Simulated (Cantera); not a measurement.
# C2H2 + H2 + H2O (carbon deposition, reforming and gasification)

Feed: 1 mol C2H2, 49 mol H2, a varied amount of H2O, equilibrated at 923.15 K and 75.0 Torr.

Method: chemical equilibrium by Gibbs-energy minimisation in Cantera with the NASA 1993 tables (ideal gas, pure condensed phases). Candidate condensed phases: C, C6H6, C7H8, C8H18, H2O; 110 gas species. Rates play no part.

From 0.083 mol H2O to 0.81 mol H2O the condensed part is C(graphite). At 1.3 mol H2O nothing is condensed. The main C-bearing gas is CH4 at 0.083 mol H2O and CO at 1.3 mol H2O. The share of C in condensed phases is highest at 0.083 mol H2O (42.1 %) and lowest at 1.3 mol H2O (0.0 %).

```csv
n(H2O) (mol),log p H2,log p CH4,log p CO,log p H2O,n C(graphite)
0.083,-1.01,-2.66,-3.83,-4.66,0.842
0.13,-1.01,-2.66,-3.64,-4.46,0.801
0.21,-1.01,-2.66,-3.43,-4.26,0.732
0.33,-1.01,-2.66,-3.24,-4.06,0.628
0.52,-1.01,-2.66,-3.04,-3.87,0.463
0.81,-1.02,-2.67,-2.86,-3.69,0.212
1.3,-1.02,-2.76,-2.68,-3.42,0
```
log p: log10 of the partial pressure in bar; n: condensed amount in mol.
